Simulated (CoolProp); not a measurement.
A single-stage vapour-compression cycle with isobutene: evaporating at 311.15 K (dew point), condensing at 340.15 K (bubble point), superheat 10 K, subcooling 2 K, compressor efficiency 0.7, no pressure losses. Each further row changes one setting.

Computed with CoolProp (reference Helmholtz-energy equation of state, Lemmon 2005). It is a short technical equation, of lower accuracy than the large ones.

```csv
case,cooling COP,pressure ratio,discharge temperature (K),refrigerating effect (kJ/kg),volumetric capacity (kJ/m³)
as stated,6.59,2.07,353.4,293,3050
evaporating temperature 316.15 K,…,1.81,352.7,…,3550
condensing temperature 335.15 K,8.18,1.84,…,307,3180
subcooling 7 K,…,2.07,353.4,307,3180
superheat 20 K,…,2.07,363.4,…,3100
compressor efficiency 0.6,5.65,2.07,357.0,293,3050
```

**Question.** Complete the blanks.

**Answer.** 
- evaporating temperature 316.15 K, cooling COP: 8.26
- evaporating temperature 316.15 K, refrigerating effect (kJ/kg): 300
- condensing temperature 335.15 K, discharge temperature (K): 348.2
- subcooling 7 K, cooling COP: 6.88
- superheat 20 K, cooling COP: 6.69
- superheat 20 K, refrigerating effect (kJ/kg): 312
